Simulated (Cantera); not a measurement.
Cantera run:

```python
import numpy as np
import cantera as ct

gas_names = """
    CL CL2 H HCL H2 Si SiCL SiCL2 SiCL3 SiCL4 SiH SiHCL3 SiH2 SiH2CL2 SiH3 SiH3CL SiH4 Si2 Si3
""".split()
cond_names = """
    Si(cr) Si(L)
""".split()


def load(file, names, dense=False):
    # The tables refer to 1 bar. Condensed volumes are neglected.
    table = {s.name: s for s in ct.Species.list_from_file(file)}
    out = []
    for n in names:
        d = dict(table[n].input_data)
        d["thermo"] = dict(d["thermo"], **{"reference-pressure": 1e5})
        if dense:
            d["equation-of-state"] = {"model": "constant-volume", "density": "1e6 g/cm^3"}
        out.append(ct.Species.from_dict(d))
    return out


gas = ct.Solution(thermo="ideal-gas", species=load("nasa_gas.yaml", gas_names))
cond = {s.name: ct.Solution(thermo="fixed-stoichiometry", species=[s], name=s.name)
        for s in load("nasa_condensed.yaml", cond_names, dense=True)}
atoms = {
    'SiCl4': {'Si': 1, 'CL': 4},
    'HCl': {'H': 1, 'CL': 1},
    'H2': {'H': 2},
    'Cl2': {'CL': 2},
}
top_T = {}  # K; cautious upper limits of use, not melting points


def equilibrate(T, P, feed):
    n = {}
    for name, mol in feed.items():
        for a, k in atoms[name].items():
            n[a] = n.get(a, 0.0) + k * mol
    gas.TPX = T, P, n
    mass = sum(n.values()) * gas.mean_molecular_weight
    gas.equilibrate("TP")
    valid = [c for c in cond.values() if c.min_temp <= T <= top_T.get(c.name, c.max_temp)]
    mix = ct.Mixture([(gas, mass / gas.mean_molecular_weight)] + [(c, 0.0) for c in valid])
    mix.T, mix.P = T, P
    mix.equilibrate("TP", solver="vcs", rtol=1e-11, max_steps=5000)
    return mix


results = []
feed = {'SiCl4': 1, 'HCl': 4.2, 'H2': 0.24, 'Cl2': 1.9}  # mol
T = 1373.15  # K
P = 13332.2  # Pa
mix = equilibrate(T, P, feed)
results.append((T, P, feed, dict(zip(mix.species_names, mix.species_moles))))
print(gas.report(threshold=1e-06))
for i in range(1, mix.n_phases):
    print(f"{mix.phase(i).name:16s} {mix.phase_moles(i):12.5e} mol")
```

It prints:

```
       temperature   1373.2 K
          pressure   13332 Pa
           density   0.071848 kg/m^3
  mean mol. weight   61.527 kg/kmol
   phase of matter   gas

                          1 kg             1 kmol
                     ---------------   ---------------
          enthalpy       -1.6053e+06       -9.8771e+07  J
   internal energy       -1.7909e+06       -1.1019e+08  J
           entropy            4886.9        3.0068e+05  J/K
    Gibbs function       -8.3158e+06       -5.1165e+08  J
 heat capacity c_p            712.93             43864  J/K
 heat capacity c_v            577.79             35550  J/K

                      mass frac. Y      mole frac. X     chem. pot. / RT
                     ---------------   ---------------   ---------------
                CL          0.016586          0.028787           -16.817
               CL2           0.24028           0.20851           -33.633
               HCL           0.37238           0.62842           -35.706
             SiCL3        7.5007e-06        3.4328e-06           -93.989
             SiCL4           0.37075           0.13428           -110.81
     [  +14 minor]        2.3863e-09        2.9612e-08

Si(cr)            0.00000e+00 mol
```

Cantera equilibrium calculation (NASA polynomials, part measured and part estimated; ideal gas, pure solids and liquids).
